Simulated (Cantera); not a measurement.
What does this Cantera script print?

```python
import numpy as np
import cantera as ct

gas_names = """
    B BH BH2 BH3 BN BO BO2 B2 B2O B2O2 B2O3 B3O3H3 H HBO HBO2 HNO HNO2 HNO3 HO2 H2 H2O H2O2 H3B3O6 N NH
    NH2 NH3 NH2OH NO NO2 NO3 N2 N2H2 N2H4 N2O O OH O2 O3
""".split()
cond_names = """
    B(b) B(L) BN(s) B2O3(L) B3O3H3(cr) H2O(s) H2O(L)
""".split()


# ... load() reads the species with a 1 bar reference pressure and builds the phases ...
atoms = {
    'B': {'B': 1},
    'H2O': {'H': 2, 'O': 1},
    'NH3': {'N': 1, 'H': 3},
}
top_T = {'BN(s)': 3200}  # K; cautious upper limits of use, not melting points


# ... equilibrate(T, P, feed) seeds the gas with the atoms and calls Mixture.equilibrate('TP', solver="vcs", rtol=1e-11, max_steps=5000) ...
results = []
feed = {'B': 1, 'H2O': 17, 'NH3': 3}  # mol
T = 1575  # K
P = 13332.2  # Pa
mix = equilibrate(T, P, feed)
results.append((T, P, feed, dict(zip(mix.species_names, mix.species_moles))))
x = sorted(zip(gas.X, gas.species_names), reverse=True)
print(f"T = {T:g} K  P = {P:g} Pa  gas = {mix.phase_moles(0):.4g} mol")
print("   x: " + "  ".join(f"{s} {v:.3e}" for v, s in x if v > 0.0001))
print("   condensed (mol): " + ("  ".join(f"{mix.phase(i).name} {mix.phase_moles(i):.4g}"
      for i in range(1, mix.n_phases) if mix.phase_moles(i) > 1e-12) or "none"))
```

It prints:

```
T = 1575 K  P = 13332.2 Pa  gas = 23.5 mol
   x: H2O 6.385e-01  H2 2.553e-01  N2 6.383e-02  HBO2 4.213e-02  B2O3 1.248e-04
   condensed (mol): none
```

These are equilibrium values from Cantera (NASA tables, ideal gas, pure condensed phases), not measurements of a reactor. Gases not in the tables: H3BO3.
